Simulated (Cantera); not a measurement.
## Abatement and gas-phase synthesis: SO2 + H2O + O2 + H2

Feed: 1 mol SO2, 2.9 mol H2O, 0.055 mol O2, 0.06 mol H2, at 101000 Pa.

These are equilibrium values from Cantera (NASA tables, ideal gas, pure condensed phases), not measurements of a reactor. Candidate condensed phases: H2O, H2SO4, S; 19 gas species. The numbers say what is thermodynamically allowed, not how fast it happens.

From 1798 K to 2248 K nothing is condensed.

| T (K) | log p H2O | log p SO2 | log p O2 | log p H2 | log p OH |
|---|---|---|---|---|---|
| 1798 | -0.12 | -0.60 | -2.20 | -3.30 | -3.11 |
| 1873 | -0.12 | -0.60 | -2.19 | -3.02 | -2.92 |
| 1948 | -0.13 | -0.60 | -2.17 | -2.76 | -2.74 |
| 2023 | -0.13 | -0.60 | -2.13 | -2.53 | -2.57 |
| 2098 | -0.13 | -0.60 | -2.09 | -2.32 | -2.41 |
| 2173 | -0.13 | -0.60 | -2.03 | -2.13 | -2.25 |
| 2248 | -0.14 | -0.60 | -1.96 | -1.97 | -2.11 |
log p: log10 of the partial pressure in bar; nothing condenses.
